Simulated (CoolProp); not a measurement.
Vapour-liquid equilibrium of cyclohexane (1) + o-xylene (2) at 703 kPa; x and y are mole fractions of (1).

Model: multi-fluid Helmholtz-energy mixture model, Zhou 2014 and Zhou 2012; pair parameters Bell 2016, in CoolProp.

### Question
Give the bubble temperature and the first vapour's composition at x = 0.275, 0.725, 0.875. Is there an azeotrope?

### Answer
x = 0.275: 476.1 K, y = 0.557; x = 0.725: 447.0 K, y = 0.886; x = 0.875: 440.5 K, y = 0.950. No azeotrope shows between x = 0.05 and 0.95.

Pair parameters are fitted to limited data, so mixtures are less certain than the pure fluids.
